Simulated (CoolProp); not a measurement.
Vapour-liquid equilibrium of cyclohexane (1) + n-nonane (2) at 53.15 °C; x and y are mole fractions of (1).

Model: multi-fluid Helmholtz-energy mixture model, Zhou 2014 and Lemmon 2006; pair parameters Bell 2016, in CoolProp.

| x | bubble pressure (MPa) | y at the bubble point | dew pressure at overall composition x (MPa) | liquid density (mol/L) |
|---|---|---|---|---|
| 0.05 | 0.004960 | 0.454 | 0.002981 | 5.505 |
| 0.125 | 0.007886 | 0.681 | 0.003221 | 5.680 |
| 0.2 | 0.01063 | 0.781 | 0.003501 | 5.867 |
| 0.275 | 0.01328 | 0.840 | 0.003835 | 6.066 |
| 0.35 | 0.01591 | 0.879 | 0.004238 | 6.277 |
| 0.425 | 0.01857 | 0.907 | 0.004736 | 6.503 |
| 0.5 | 0.02128 | 0.929 | 0.005366 | 6.744 |
| 0.575 | 0.02406 | 0.947 | 0.006187 | 7.002 |
| 0.65 | 0.02691 | 0.961 | 0.007301 | 7.278 |
| 0.725 | 0.02983 | 0.972 | 0.008894 | 7.574 |
| 0.8 | 0.03280 | 0.982 | 0.01135 | 7.893 |
| 0.875 | 0.03579 | 0.990 | 0.01561 | 8.237 |
| 0.95 | 0.03877 | 0.996 | 0.02468 | 8.609 |

No azeotrope shows between x = 0.05 and 0.95.

The pair parameters rest on a limited set of measurements; away from them the model extrapolates. The gap from Raoult's law changes sign with composition, which may be real or a fault of the pair parameters; it wasn't checked against measurements.
